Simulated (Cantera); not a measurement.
Input (Python, Cantera) and output of one run.

```python
import numpy as np
import cantera as ct

gas_names = """
    CL CL2 H HCL H2 Si SiCL SiCL2 SiCL3 SiCL4 SiH SiHCL3 SiH2 SiH2CL2 SiH3 SiH3CL SiH4 Si2 Si3
""".split()
cond_names = """
    Si(cr) Si(L)
""".split()


# ... load() reads the species with a 1 bar reference pressure and builds the phases ...
atoms = {
    'Si': {'Si': 1},
    'Cl2': {'CL': 2},
    'H2': {'H': 2},
}
top_T = {}  # K; cautious upper limits of use, not melting points


# ... equilibrate(T, P, feed) seeds the gas with the atoms and calls Mixture.equilibrate('TP', solver="vcs", rtol=1e-11, max_steps=5000) ...
results = []
feed = {'Si': 1, 'Cl2': 1.5, 'H2': 4.2}  # mol
P = 140000  # Pa
for T in [823, 848, 873, 898, 923, 948, 973, 998, 1023]:
    mix = equilibrate(T, P, feed)
    results.append((T, P, feed, dict(zip(mix.species_names, mix.species_moles))))

top = {s: max(r[3][s] / sum(r[3][g] for g in gas_names) for r in results) for s in gas_names}
cols = sorted((s for s in top if top[s] > 0.001), key=lambda s: -top[s])[:6]
seen = [c for c in cond_names if any(r[3].get(c, 0) > 1e-12 for r in results)]
print("log10 of partial pressures in bar; condensed amounts in mol")
print(f"{'T/K':>10s}" + "".join(f"{s[:9]:>10s}" for s in cols + seen))
for T, P, feed, n in results:
    ng = sum(n[g] for g in gas_names)
    print(f"{T:10.4g}" + "".join(f"{np.log10(max(n[s] / ng * P / 1e5, 1e-99)):10.3f}" for s in cols)
          + "".join(f"{n.get(c, 0):10.4g}" for c in seen))
```

It prints:

```
log10 of partial pressures in bar; condensed amounts in mol
       T/K        H2     SiCL4    SiHCL3       HCL   SiH2CL2     SiCL3    Si(cr)
       823     0.064    -0.836    -1.050    -2.640    -2.340    -4.046    0.1664
       848     0.064    -0.835    -1.054    -2.507    -2.331    -3.849    0.1676
       873     0.063    -0.834    -1.058    -2.382    -2.323    -3.664     0.169
       898     0.063    -0.834    -1.063    -2.264    -2.316    -3.489    0.1705
       923     0.063    -0.834    -1.067    -2.152    -2.309    -3.324    0.1723
       948     0.062    -0.834    -1.072    -2.047    -2.304    -3.169    0.1743
       973     0.062    -0.835    -1.076    -1.948    -2.299    -3.022    0.1766
       998     0.061    -0.837    -1.081    -1.853    -2.294    -2.883    0.1792
      1023     0.060    -0.839    -1.087    -1.764    -2.291    -2.751    0.1821
```

Equilibrium computed with Cantera from the NASA thermochemical tables; the gas is ideal and each condensed phase is pure. The tables' values for SiCl3 are old estimates; treat these amounts as uncertain.
